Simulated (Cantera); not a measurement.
A Cantera script and what it prints.

```python
import numpy as np
import cantera as ct

gas_names = """
    H HO2 H2 H2O H2O2 O OH O2 O3 Si SiH SiH2 SiH3 SiH4 SiO SiO2 Si2 Si3
""".split()
cond_names = """
    H2O(s) H2O(L) Si(cr) Si(L) SiO2(Lqz) SiO2(hqz) SiO2(L)
""".split()


# ... load() reads the species with a 1 bar reference pressure and builds the phases ...
atoms = {
    'Si2H6': {'Si': 2, 'H': 6},
    'O3': {'O': 3},
    'H2': {'H': 2},
}
top_T = {}  # K; cautious upper limits of use, not melting points


# ... equilibrate(T, P, feed) seeds the gas with the atoms and calls Mixture.equilibrate('TP', solver="vcs", rtol=1e-11, max_steps=5000) ...
results = []
T = 725  # K
P = 100000  # Pa
for m in [0.4, 0.52, 0.66, 0.84, 1.1, 1.4, 1.8, 2.2, 2.9]:
    feed = {'Si2H6': 1, 'O3': m, 'H2': 0.22}  # mol
    mix = equilibrate(T, P, feed)
    results.append((T, P, feed, dict(zip(mix.species_names, mix.species_moles))))

top = {s: max(r[3][s] / sum(r[3][g] for g in gas_names) for r in results) for s in gas_names}
cols = sorted((s for s in top if top[s] > 0.001), key=lambda s: -top[s])[:5]
seen = [c for c in cond_names if any(r[3].get(c, 0) > 1e-12 for r in results)]
print("log10 of partial pressures in bar; condensed amounts in mol")
print(f"{'n(O3)':>10s}" + "".join(f"{s[:9]:>10s}" for s in cols + seen))
for T, P, feed, n in results:
    ng = sum(n[g] for g in gas_names)
    print(f"{feed['O3']:10.4g}" + "".join(f"{np.log10(max(n[s] / ng * P / 1e5, 1e-99)):10.3f}" for s in cols)
          + "".join(f"{n.get(c, 0):10.4g}" for c in seen))
```

Result:

```
log10 of partial pressures in bar; condensed amounts in mol
     n(O3)        H2       H2O        O2    Si(cr) SiO2(Lqz)
       0.4    -0.000   -13.108   -56.111       1.4       0.6
      0.52    -0.000   -13.108   -56.111      1.22      0.78
      0.66    -0.000   -13.108   -56.111      1.01      0.99
      0.84    -0.000   -13.108   -56.111      0.74      1.26
       1.1    -0.000   -13.108   -56.111      0.35      1.65
       1.4    -0.028    -1.207   -32.254         0         2
       1.8    -0.248    -0.362   -30.124         0         2
       2.2    -0.715    -0.093   -28.651         0         2
       2.9   -14.674    -0.090    -0.728         0         2
```

Cantera equilibrium calculation (NASA polynomials, part measured and part estimated; ideal gas, pure solids and liquids). The feed counts by its element totals alone.
